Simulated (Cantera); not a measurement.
A perfectly stirred reactor is fed with C₃H₈ : O₂ : N₂ : H₂O = 1 : 12.5 : 47 : 6.6 (molar parts), equivalence ratio 0.40, at 10.0 bar; it is adiabatic with a 698 K inlet, and is followed from long to short residence time, starting on the burning branch (τ in s: 0.094, 0.038, 0.016, 0.0063, 0.0026, 0.001, 0.00043, 0.00017, 7.1e-05, 2.9e-05).

Cantera simulation using GRI-Mech 3.0 (53 species, 325 reactions); the numbers are that mechanism's predictions, not measurements. GRI-Mech 3.0 was tuned for natural gas; its chemistry of propane as a main component is partial and can be far from experiment.

Task: Predict: blow-out, bracketed by the residence times tried; x(C₃H₈) at τ = 94.0 ms; x(O₂) at τ = 94.0 ms; x(H₂O) at τ = 94.0 ms; x(OH) at τ = 94.0 ms; x(C₃H₈) at τ = 1.00 ms; x(O₂) at τ = 1.00 ms; x(H₂O) at τ = 1.00 ms.

Result: 
```
Property                                                                       Value
------------------------------------------------  ----------------------------------
blow-out, bracketed by the residence times tried  burning at 2.60 ms, out at 1.00 ms
x(C₃H₈) at τ = 94.0 ms                                                       1.39e-6
x(O₂) at τ = 94.0 ms                                                           0.110
x(H₂O) at τ = 94.0 ms                                                          0.156
x(OH) at τ = 94.0 ms                                                         9.98e-5
x(C₃H₈) at τ = 1.00 ms                                                        0.0149
x(O₂) at τ = 1.00 ms                                                           0.186
x(H₂O) at τ = 1.00 ms                                                         0.0984
```
